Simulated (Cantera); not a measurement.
An adiabatic, constant-volume homogeneous reactor starts with 4.50 % C2H4, 19.0 % O2, 71.5 % N2, 4.95 % H2O, equivalence ratio 0.71, at 1498 K and 0.600 bar.

Model: GRI-Mech 3.0 (53 species, 325 reactions), integrated in Cantera. GRI-Mech 3.0 was tuned for natural gas; its chemistry of ethylene as a main component is partial and can be far from experiment.

x: mole fraction; the columns are a selection and need not sum to one.

| t (s) | T (K) | P (bar) | x C2H4 | x O2 | x H2O | x CH2CO | x OH | x CH2 | x C2H2 |
|---|---|---|---|---|---|---|---|---|---|
| 6.00e-6 | 1498 | 0.600 | 0.0450 | 0.190 | 0.0495 | 2.32e-8 | 8.58e-9 | <1e-12 | ? |
| 1.49e-5 | 1498 | 0.600 | 0.0450 | 0.190 | 0.0495 | 5.23e-7 | 1.24e-7 | 8.29e-12 | ? |
| 3.69e-5 | 1500 | 0.601 | 0.0441 | 0.189 | 0.0497 | 0.000322 | 9.25e-5 | 2.71e-7 | ? |
| 9.15e-5 | 2486 | 1.05 | <1e-12 | 0.0651 | 0.100 | <1e-12 | 0.0245 | <1e-12 | <1e-12 |
| 0.000227 | 2716 | 1.13 | <1e-12 | 0.0623 | 0.110 | <1e-12 | 0.0237 | <1e-12 | <1e-12 |
| 0.000563 | 2762 | 1.15 | <1e-12 | 0.0603 | 0.112 | <1e-12 | 0.0228 | <1e-12 | <1e-12 |
| 0.00140 | 2756 | 1.14 | <1e-12 | 0.0578 | 0.113 | <1e-12 | 0.0223 | <1e-12 | <1e-12 |
| 0.00346 | 2750 | 1.14 | <1e-12 | 0.0554 | 0.113 | <1e-12 | 0.0217 | <1e-12 | <1e-12 |
| 0.00859 | 2748 | 1.14 | <1e-12 | 0.0549 | 0.113 | <1e-12 | 0.0216 | <1e-12 | <1e-12 |
| 0.0213 | 2748 | 1.14 | <1e-12 | 0.0548 | 0.113 | <1e-12 | 0.0216 | <1e-12 | <1e-12 |
| 0.0529 | 2748 | 1.14 | <1e-12 | 0.0548 | 0.113 | <1e-12 | 0.0216 | <1e-12 | <1e-12 |
| 0.131 | 2748 | 1.14 | <1e-12 | 0.0548 | 0.113 | <1e-12 | 0.0216 | <1e-12 | <1e-12 |
| 0.325 | 2748 | 1.14 | <1e-12 | 0.0548 | 0.113 | <1e-12 | 0.0216 | <1e-12 | <1e-12 |
| 0.806 | 2748 | 1.14 | <1e-12 | 0.0548 | 0.113 | <1e-12 | 0.0216 | <1e-12 | <1e-12 |
| 2.00 | 2748 | 1.14 | <1e-12 | 0.0548 | 0.113 | <1e-12 | 0.0216 | <1e-12 | <1e-12 |

Problem. Fill in the missing entries.

Solution. 
- 6.00e-6, x C2H2: 2.26e-6
- 1.49e-5, x C2H2: 5.69e-6
- 3.69e-5, x C2H2: 7.25e-5
